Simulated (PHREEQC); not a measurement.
Solution (13 °C and 50 atm): 0.0015 mol/kgw H3PO4 and 0.00055 mol/kgw K2HPO4. Closed to the air; pH follows from the charge balance.

Equilibrium calculation in PHREEQC: ion-association model, phreeqc.dat.

| Property | Result |
|---|---|
| pH | 3.12 |
| ionic strength | 0.00188 mol/kgw |
| specific conductance | 298 µS/cm |
| total alkalinity | -0.950 meq/kg |

| species | molality | activity | log γ |
|---|---|---|---|
| H2PO4- | 0.00188 | 0.00180 | -0.020 |
| K+ | 0.00110 | 0.00105 | -0.021 |
| H+ | 0.000784 | 0.000750 | -0.019 |
| H3PO4 | 0.000166 | 0.000167 | 0.000 |
| HPO4-2 | 1.77e-7 | 1.47e-7 | -0.081 |

No solid was allowed to form. Under pressure, the constants of complexes without a molar volume in the database are unreliable. Away from 25 °C the constants follow the database's enthalpies or fits; those with neither stay at their 25 °C values.
